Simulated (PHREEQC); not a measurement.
A solution holds 0.018 mol NH3 and 0.00023 mol NaAlO2 per kg of water, at 25 °C. Closed to the air; pH follows from the charge balance.

All values are PHREEQC results (ion-association model, wateq4f.dat), not measurements.

| quantity | before | after |
|---|---|---|
| pH | 10.74 | 8.06 |
| ionic strength (mol/kgw) | 0.000801 | 0.000230 |
| Al(OH)3 (mol/kgw) | 2.14e-9 | 1.04e-6 |
| SI of Gibbsite (Al(OH)3) | +0.16 | +2.85 |
| SI of Boehmite (AlOOH) | -0.31 | +2.37 |

**Question.** What was changed between the two runs?
A) temperature from 25 to 30 °C
B) NH3 from 0.018 to 0.09 mol/kgw
C) temperature from 25 to 85 °C
D) NH3 left out

**Answer.** D, NH3 left out

This is a speciation only: nothing precipitates in the calculation. Some of these states are supersaturated (in Gibbsite (slow to form), Al(OH)3(a), Boehmite (slow to form), for instance).
